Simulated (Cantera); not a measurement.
## Ignition delay

Mixture: 4.26 % C3H8, 26.7 % O2, 69.1 % N2, equivalence ratio 0.80, at 10.0 bar, adiabatic and at constant volume. Ignition delay is the time to a rise of 400 K.

Cantera simulation using GRI-Mech 3.0 (53 species, 325 reactions); the numbers are that mechanism's predictions, not measurements. GRI-Mech 3.0 was tuned for natural gas; its chemistry of propane as a main component is partial and can be far from experiment.

| T0 (K) | delay (ms) |
|---|---|
| 1050 | 19.3 |
| 1100 | 7.60 |
| 1150 | 3.03 |
| 1200 | 1.23 |
| 1250 | 0.510 |
| 1300 | 0.221 |
| 1350 | 0.101 |

```yaml
apparent activation energy between 1250 and 1350 K: 230 kJ/mol
```
